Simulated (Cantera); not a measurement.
## Adiabatic ignition

An adiabatic, constant-pressure homogeneous reactor starts with 22.6 % CO, 10.9 % H2, 14.0 % O2, 52.5 % N2, at 1550 K and 10.0 bar.

Detailed kinetics in Cantera: GRI-Mech 3.0 (53 species, 325 reactions). The hydrogen kinetics of GRI-Mech 3.0 are dated; newer H2 mechanisms differ, most at raised pressure. Above 3000 K some thermodynamic fits are extrapolated.

```tsv
t (s)	T (K)	x CO	x H2	x O2	x H2O	x OH	x H
1.00e-6	1552	0.226	0.108	0.139	0.000590	0.000111	0.000387
3.35e-6	2527	0.142	0.0156	0.0395	0.0801	0.0215	0.0198
1.12e-5	2978	0.114	0.0109	0.0248	0.0971	0.0188	0.00647
3.76e-5	3023	0.111	0.0104	0.0216	0.0992	0.0177	0.00550
0.000126	3012	0.111	0.0106	0.0196	0.0995	0.0169	0.00537
0.000422	3007	0.112	0.0107	0.0186	0.0996	0.0165	0.00530
0.00141	3007	0.112	0.0107	0.0186	0.0996	0.0165	0.00530
0.00474	3007	0.112	0.0107	0.0186	0.0996	0.0165	0.00530
0.0159	3007	0.112	0.0107	0.0186	0.0996	0.0165	0.00530
0.0532	3007	0.112	0.0107	0.0186	0.0996	0.0165	0.00530
0.178	3007	0.112	0.0107	0.0186	0.0996	0.0165	0.00530
0.597	3007	0.112	0.0107	0.0186	0.0996	0.0165	0.00530
2.00	3007	0.112	0.0107	0.0186	0.0996	0.0165	0.00530
```
x: mole fraction; the columns are a selection and need not sum to one.

```json
{
 "time_of_steepest_temperature_rise": "1.73 µs",
 "temperature at 2.00 s": "3007 K",
 "equilibrium_temperature": "3007 K",
 "x(CO) at 2.00 s": "0.112 (gas-phase equilibrium 0.112)",
 "x(H2) at 2.00 s": "0.0107 (gas-phase equilibrium 0.0107)",
 "x(O2) at 2.00 s": "0.0186 (gas-phase equilibrium 0.0186)"
}
```
